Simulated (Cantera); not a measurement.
A diamond (100) surface in a fixed gas of H2 with x(CH4) = 0.0035, x(CH3) = 1.4e-05, at 1350 K, 0.240 bar; coverages are run to steady state.

Model: the Harris–Goodwin 1993 mechanism for the reconstructed diamond (100) surface, integrated in Cantera.

θ: site fractions in the mechanism's names (c6HH fully hydrogenated, c6H* and c6*H radical sites, c6** diradical, c6HM methylated).

| x(H) | growth (µm/h) | θ c6HH | θ c6H* | θ c6*H | θ c6** |
|---|---|---|---|---|---|
| 0.0001 | ___ | 0.688 | 0.0284 | 0.280 | 0.00358 |
| 0.00026 | ___ | 0.543 | 0.0410 | 0.404 | 0.0113 |
| 0.00066 | ___ | 0.444 | 0.0490 | 0.483 | 0.0244 |
| 0.0017 | ___ | 0.389 | 0.0527 | 0.519 | 0.0388 |
| 0.0044 | ___ | 0.365 | 0.0542 | 0.532 | 0.0489 |
| 0.011 | ___ | 0.354 | 0.0550 | 0.536 | 0.0540 |
| 0.029 | ___ | 0.350 | 0.0560 | 0.537 | 0.0567 |
| 0.075 | ___ | 0.348 | 0.0582 | 0.535 | 0.0584 |
| 0.19 | ___ | 0.347 | 0.0634 | 0.529 | 0.0606 |

Q: What belongs in the gaps?

A: 
- 0.0001, growth (µm/h): 0.0233
- 0.00026, growth (µm/h): 0.110
- 0.00066, growth (µm/h): 0.308
- 0.0017, growth (µm/h): 0.618
- 0.0044, growth (µm/h): 1.06
- 0.011, growth (µm/h): 1.75
- 0.029, growth (µm/h): 2.82
- 0.075, growth (µm/h): 3.95
- 0.19, growth (µm/h): 4.83
